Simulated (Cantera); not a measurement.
A closed system holds: 1 mol Si, 0.2 mol O₂, 37 mol H₂, equilibrated at 0.100 bar.

Cantera equilibrium calculation (NASA polynomials, part measured and part estimated; ideal gas, pure solids and liquids). Candidate condensed phases: H₂O, Si, SiO₂; 18 gas species. The numbers say what is thermodynamically allowed, not how fast it happens.

**Question.** At 1575 K, list the 3 most abundant gas species with their mole fractions, and the condensed phases.

**Answer.** H₂ 0.989, SiO 0.0107, H 0.000131. Condensed: Si(s).
